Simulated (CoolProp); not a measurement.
Vapour pressure (MPa) of ammonia: the reference equation beside estimates from Tc = 132.4 °C, pc = 11.36 MPa, ω = 0.256. Clausius-Clapeyron is anchored at 15.25 °C with a constant enthalpy of vaporisation of 20.52 kJ/mol.

Model: reference Helmholtz-energy equation of state, Gao 2020, in CoolProp.

| T (°C) | reference | Lee-Kesler | Clausius-Clapeyron | van der Waals | Redlich-Kwong | Soave-Redlich-Kwong |
|---|---|---|---|---|---|---|
| 7.25 | 0.5585 | 0.5574 | 0.5752 | 2.138 | 0.8943 | 0.5571 |
| 15.25 | 0.7342 | 0.7360 | 0.7342 | 2.467 | 1.133 | 0.7355 |
| 23.35 | 0.9527 | 0.9582 | 0.9277 | 2.833 | 1.419 | 0.9579 |
| 31.35 | 1.214 | 1.224 | 1.154 | 3.227 | 1.748 | 1.225 |
| 39.35 | 1.527 | 1.541 | 1.421 | 3.654 | 2.127 | 1.544 |
| 47.35 | 1.897 | 1.915 | 1.730 | 4.115 | 2.560 | 1.922 |
| 55.35 | 2.330 | 2.352 | 2.087 | 4.613 | 3.051 | 2.366 |
| 63.35 | 2.835 | 2.859 | 2.496 | 5.146 | 3.602 | 2.881 |
| 71.45 | 3.424 | 3.450 | 2.965 | 5.723 | 4.226 | 3.484 |
| 79.45 | 4.092 | 4.117 | 3.489 | 6.332 | 4.910 | 4.165 |
| 87.45 | 4.853 | 4.876 | 4.075 | 6.979 | 5.665 | 4.938 |
| 95.45 | 5.716 | 5.736 | 4.727 | 7.666 | 6.494 | 5.812 |

Absolute difference from the reference over all 12 rows, mean and median: Lee-Kesler 0.6 and 0.7 %, Clausius-Clapeyron 9.2 and 9.6 %, van der Waals 126.5 and 107.5 %, Redlich-Kwong 34.4 and 32.9 %, Soave-Redlich-Kwong 1.2 and 1.4 %.
